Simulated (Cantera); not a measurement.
Feed: 1 mol c-C4F8, held at 0.0360 bar.

Equilibrium computed with Cantera from the NASA thermochemical tables; the gas is ideal and each condensed phase is pure. Candidate condensed phases: C; 13 gas species. The feed counts by its element totals alone. The numbers say what is thermodynamically allowed, not how fast it happens. All values below are at 2998 K.

Base state: F 0.770, CF2 0.130, CF 0.0887, C3 0.00848, C 0.00138, C2 0.000861, CF3 0.000545, C5 0.000154 (mole fractions); condensed: C(graphite).

What changes in the equilibrium state with this change: pressure from 0.0360 bar to 0.0100 bar?


| species | before | after |
|---|---|---|
| F | 0.770 | 0.824 |
| CF | 0.0887 | 0.0950 |
| CF2 | 0.130 | 0.0415 |
| C3 | 0.00848 | 0.0305 |
| CF4 | 9.25e-5 | 2.61e-6 |
| CF3 | 0.000545 | 5.17e-5 |
| C2 | 0.000861 | 0.00310 |
| C | 0.00138 | 0.00497 |
| C5 | 0.000154 | 0.000556 |
| C(graphite), mol | 2.22 | 2.06 |
